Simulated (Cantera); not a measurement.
An adiabatic, constant-volume homogeneous reactor starts with CH₄ : CO : O₂ : N₂ : H₂O = 1 : 0.19 : 1.5 : 16.5 : 1.4 (molar parts), equivalence ratio 1.4, at 1175 K and 6000 Torr.

Detailed kinetics in Cantera: GRI-Mech 3.0 (53 species, 325 reactions).

### Question
Predict: time of steepest temperature rise; temperature at 0.800 s; equilibrium temperature; x(CO) at 0.800 s; x(O₂) at 0.800 s; x(CO₂) at 0.800 s; x(OH) at 0.800 s; x(H₂O) at 0.800 s.

### Answer
```json
{
  "time_of_steepest_temperature_rise": "35.5 ms",
  "temperature at 0.800 s": "2061 K",
  "equilibrium_temperature": "2061 K",
  "x(CO) at 0.800 s": "0.0284 (gas-phase equilibrium 0.0284)",
  "x(O₂) at 0.800 s": "3.25e-7 (gas-phase equilibrium 3.25e-7)",
  "x(CO₂) at 0.800 s": "0.0281 (gas-phase equilibrium 0.0281)",
  "x(OH) at 0.800 s": "5.74e-5 (gas-phase equilibrium 5.74e-5)",
  "x(H₂O) at 0.800 s": "0.133 (gas-phase equilibrium 0.133)"
}
```
